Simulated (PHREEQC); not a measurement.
**Metal-bearing waste water**

A solution holds 0.0022 mol CdCl2, 0.018 mol ZnCl2, 5.3e-05 mol H2SO4 and 6.9e-05 mol Na2SO4 per kg of water, at 25 °C. It is in equilibrium with CO2 at log p = -3.4 (atm). Otherwise closed; pH follows from the charge balance.

Equilibrium calculation in PHREEQC: ion-association model, wateq4f.dat.

No solid was allowed to form.

Q: What pH does the model give?

A: pH 4.04.

Q: In which forms is Zn present?

A: Zn+2 95 %, ZnCl+ 4.5 % of the Zn.
